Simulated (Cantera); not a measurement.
**Halide evaporation, hydrolysis and transport: CaCl₂ + H₂O + N₂**

Input: 1 mol CaCl₂, 1.7 mol H₂O, a varied amount of N₂, held at 1423 K and 7.50 Torr.

These are equilibrium values from Cantera (NASA tables, ideal gas, pure condensed phases), not measurements of a reactor. Candidate condensed phases: Ca, CaCl₂, CaO, Ca(OH)₂, H₂O, NH₄Cl; 36 gas species. Mutual solubility and eutectic melting of coexisting phases are not modelled. Condensed phases not in the tables: oxide chlorides. The numbers say what is thermodynamically allowed, not how fast it happens.

From 0.29 mol N₂ to 2.8 mol N₂ the condensed part is CaCl₂(l) + CaO(s). From 4.1 mol N₂ to 8 mol N₂ the condensed part is CaO(s). The main Ca-bearing gas is CaCl₂ throughout.

```csv
n(N₂) (mol),x N₂,x H₂O,x HCl,x CaCl₂,x Cl,x H₂,n CaCl₂(l),n CaO(s)
0.29,0.110,0.444,0.395,0.0498,0.000924,0.000541,0.344,0.524
1.6,0.387,0.260,0.302,0.0498,0.000784,0.000439,0.168,0.626
2.8,0.512,0.183,0.254,0.0498,0.000703,0.000385,0.0314,0.696
4.1,0.603,0.145,0.208,0.0425,0.000618,0.000337,0,0.711
5.4,0.666,0.122,0.175,0.0356,0.000550,0.000300,0,0.711
6.7,0.713,0.105,0.151,0.0307,0.000498,0.000272,0,0.711
8,0.747,0.0924,0.132,0.0270,0.000457,0.000249,0,0.711
```
x: gas mole fraction; n: condensed amount in mol.
